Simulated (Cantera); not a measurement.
Standard-state values (1 bar) from the NASA 1993 polynomials, evaluated with Cantera. Values are per mole of reaction as written; species without (g) are pure solids or liquids, kept so even where they would boil at 1 bar.

CrO₃(g) + 3 N₂O(g) = 6 NO(g) + Cr, with ΔH° = 595.7 kJ and ΔS° = 362.1 J/K at 300 K.

Problem. How far is the shortcut ΔG° ≈ ΔH°(300 K) − T·ΔS°(300 K) from the full temperature-dependent value at 948, 1048, 1148, 1248, 1348, 1448, 1548 K?

Solution. 
```json
[
 {"T (K)": "948", "shortcut (kJ)": "252.5", "full (kJ)": "248.4", "difference (kJ)": "4.1", "difference in log10 K": "-0.23"},
 {"T (K)": "1048", "shortcut (kJ)": "216.3", "full (kJ)": "211.8", "difference (kJ)": "4.5", "difference in log10 K": "-0.23"},
 {"T (K)": "1148", "shortcut (kJ)": "180.1", "full (kJ)": "175.2", "difference (kJ)": "4.9", "difference in log10 K": "-0.22"},
 {"T (K)": "1248", "shortcut (kJ)": "143.9", "full (kJ)": "138.7", "difference (kJ)": "5.2", "difference in log10 K": "-0.22"},
 {"T (K)": "1348", "shortcut (kJ)": "107.7", "full (kJ)": "102.3", "difference (kJ)": "5.4", "difference in log10 K": "-0.21"},
 {"T (K)": "1448", "shortcut (kJ)": "71.5", "full (kJ)": "65.9", "difference (kJ)": "5.6", "difference in log10 K": "-0.20"},
 {"T (K)": "1548", "shortcut (kJ)": "35.3", "full (kJ)": "29.5", "difference (kJ)": "5.8", "difference in log10 K": "-0.20"}
]
```
The shortcut ignores the heat-capacity change of the reaction.
